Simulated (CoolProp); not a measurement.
R141b at 298.15 K and 0.361 MPa flows at 16 m/s in a round tube of 2 mm bore and 1.5 µm roughness, fully developed (64/Re and Nu = 3.66 if laminar; Colebrook and Gnielinski if turbulent). Each further row changes one setting.

Computed with CoolProp (reference Helmholtz-energy equation of state, Lemmon 2006). It is a short technical equation, of lower accuracy than the large ones.

```tsv
case	Reynolds number	Darcy friction factor	pressure drop (Pa/m)	heat-transfer coefficient (W/(m² K))	mass flow (kg/h)
as stated	96600	0.0214	1690000	26100	223
velocity 32 m/s	193000	0.0201	6340000	50100	447
diameter 4 mm	193000	0.0182	720000	23400	893
```

Viscosity comes from a separate model (Huber 2003), an estimate that may be off by 10 % or more. Thermal conductivity comes from a separate model (Huber 2003), an estimate that may be off by 10 % or more.
